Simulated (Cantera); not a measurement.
An isothermal, constant-pressure homogeneous reactor starts with H2 : O2 : N2 = 1.8 : 1 : 14 (molar parts), equivalence ratio 0.90, at 800 K and 100.0 Torr.

Cantera simulation using the H2/O2 subset of GRI-Mech 3.0, which has no nitrogen chemistry; the numbers are that mechanism's predictions, not measurements. Radical loss at walls, strong at low pressure, is not modelled. Below about 950 K walls govern HO2 and H2O2 in real vessels. The temperature is held fixed by assumption; the heat of reaction is taken as removed at once.

x: mole fraction; the columns are a selection and need not sum to one.

```tsv
t (s)	x H2	x O2	x H2O	x HO2	x OH	x H2O2
1.00e-6	0.107	0.0595	<1e-12	<1e-12	<1e-12	<1e-12
3.62e-6	0.107	0.0595	<1e-12	<1e-12	<1e-12	<1e-12
1.31e-5	0.107	0.0595	<1e-12	<1e-12	<1e-12	<1e-12
4.73e-5	0.107	0.0595	<1e-12	<1e-12	<1e-12	<1e-12
0.000171	0.107	0.0595	<1e-12	<1e-12	<1e-12	<1e-12
0.000618	0.107	0.0595	<1e-12	<1e-12	<1e-12	<1e-12
0.00224	0.107	0.0595	2.13e-12	3.71e-12	<1e-12	<1e-12
0.00809	0.107	0.0595	2.74e-11	3.34e-11	<1e-12	<1e-12
0.0292	0.107	0.0595	3.28e-10	3.52e-10	<1e-12	1.94e-12
0.106	0.107	0.0595	4.66e-9	4.72e-9	<1e-12	8.46e-11
0.382	0.107	0.0595	[?]	[?]	[?]	[?]
1.38	0.0265	0.0195	0.0852	9.27e-7	8.69e-11	4.91e-6
5.00	0.0265	0.0195	0.0852	[?]	1.37e-10	[?]
```

### Question
Fill in the missing entries.

### Answer

- 0.382, x H2O: 5.00e-6
- 0.382, x HO2: 3.10e-6
- 0.382, x OH: 4.12e-9
- 0.382, x H2O2: 1.57e-7
- 5.00, x HO2: 1.08e-6
- 5.00, x H2O2: 7.48e-6
